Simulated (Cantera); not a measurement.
A closed system holds: 1 mol SiCl4, 57 mol H2, 0.95 mol HCl, equilibrated at 91.0 mbar.

Cantera equilibrium calculation (NASA polynomials, part measured and part estimated; ideal gas, pure solids and liquids). Candidate condensed phases: Si; 19 gas species. The tables' values for SiCl3 are old estimates; treat these amounts as uncertain. Equilibrium is a limit: real reactors are often held back by kinetics, nucleation or transport.

log p: log10 of the partial pressure in bar; n: condensed amount in mol.

```
T (°C)  log p H2  log p HCl  log p SiCl2  log p SiCl4  n Si(s)
------  --------  ---------  -----------  -----------  -------
1025       -1.07      -2.32        -3.15          ___    0.266
1050       -1.07      -2.31        -3.11          ___    0.277
1075       -1.07      -2.30        -3.08          ___    0.283
1100       -1.07      -2.29        -3.05          ___    0.285
1125       -1.07      -2.29        -3.03          ___    0.285
1150       -1.07      -2.28        -3.02          ___    0.283
1175       -1.07      -2.28        -3.00          ___    0.280
```

Task: Fill in the missing entries.

Result: 
- 1025, log p SiCl4: -3.84
- 1050, log p SiCl4: -3.99
- 1075, log p SiCl4: -4.16
- 1100, log p SiCl4: -4.33
- 1125, log p SiCl4: -4.50
- 1150, log p SiCl4: -4.67
- 1175, log p SiCl4: -4.84
